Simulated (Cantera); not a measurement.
Input (Python, Cantera):

```python
import numpy as np
import cantera as ct

gas = ct.Solution("gri30.yaml")
gas.TPX = 1425, 500000, {'CH4': 1, 'O2': 3.45, 'N2': 20.7, 'H2O': 2.3}
reactor = ct.IdealGasReactor(gas, energy="on", clone=False)
net = ct.ReactorNet([reactor])
net.rtol, net.atol = 1e-08, 1e-16
show = ['CH4', 'O2', 'H2O', 'CH2', 'NO', 'N2O', 'CH2O']
times = np.geomspace(4e-06, 4, 10)

steps = ct.SolutionArray(gas, extra=["t"])
rows = []
print(f"{'t/s':>10s}{'T/K':>9s}{'P/Pa':>11s}" + "".join(f"{s:>11s}" for s in show))
for t in times:
    while net.time < t:
        t_next = net.step()
        steps.append(gas.state, t=t_next)
    rows.append([np.interp(t, steps.t, y) for y in (steps.T, steps.P, *steps(*show).X.T)])
    print(f"{t:10.3e}{rows[-1][0]:9.1f}{rows[-1][1]:11.4g}" + "".join(f"{x:11.3e}" for x in rows[-1][2:]))
rate = np.gradient(steps.T, steps.t)
print("integrator steps:", len(steps.t))
if steps.T.max() > steps.T[0] + 200:
    print(f"time of steepest temperature rise: {steps.t[rate.argmax()]:.4e} s")
gas.TPX = 1425, 500000, {'CH4': 1, 'O2': 3.45, 'N2': 20.7, 'H2O': 2.3}
gas.equilibrate("UV")
print(f"equilibrium (UV): T = {gas.T:.1f} K  " + "  ".join(f"{s} {gas[s].X[0]:.3e}" for s in show))
```

It prints:

```
       t/s      T/K       P/Pa        CH4         O2        H2O        CH2         NO        N2O       CH2O
 4.000e-06   1425.0      5e+05  3.643e-02  1.257e-01  8.379e-02  1.316e-14  6.352e-17  4.680e-13  6.646e-09
 1.857e-05   1425.0      5e+05  3.643e-02  1.257e-01  8.379e-02  3.201e-13  6.527e-16  6.940e-12  1.822e-07
 8.618e-05   1425.0      5e+05  3.641e-02  1.257e-01  8.380e-02  2.028e-11  1.521e-14  1.039e-10  7.417e-06
 4.000e-04   1427.8   5.01e+05  3.588e-02  1.253e-01  8.418e-02  4.344e-10  5.282e-13  1.640e-09  2.085e-04
 1.857e-03   2339.8  8.227e+05  4.152e-19  5.193e-02  1.535e-01  2.988e-19  3.335e-04  1.218e-06  1.644e-12
 8.618e-03   2334.6  8.209e+05  3.941e-19  5.090e-02  1.535e-01  2.740e-19  2.435e-03  1.202e-06  1.581e-12
 4.000e-02   2324.2  8.171e+05  3.523e-19  4.882e-02  1.537e-01  2.270e-19  6.680e-03  1.189e-06  1.461e-12
 1.857e-01   2321.7  8.162e+05  3.426e-19  4.832e-02  1.537e-01  2.165e-19  7.698e-03  1.190e-06  1.434e-12
 8.618e-01   2321.7  8.162e+05  3.426e-19  4.832e-02  1.537e-01  2.165e-19  7.699e-03  1.190e-06  1.434e-12
 4.000e+00   2321.7  8.162e+05  3.426e-19  4.832e-02  1.537e-01  2.165e-19  7.699e-03  1.190e-06  1.434e-12
integrator steps: 1927
time of steepest temperature rise: 9.7460e-04 s
equilibrium (UV): T = 2321.7 K  CH4 5.030e-19  O2 4.832e-02  H2O 1.537e-01  CH2 3.575e-19  NO 7.699e-03  N2O 1.190e-06  CH2O 1.434e-12
```

Model: GRI-Mech 3.0 (53 species, 325 reactions), integrated in Cantera.
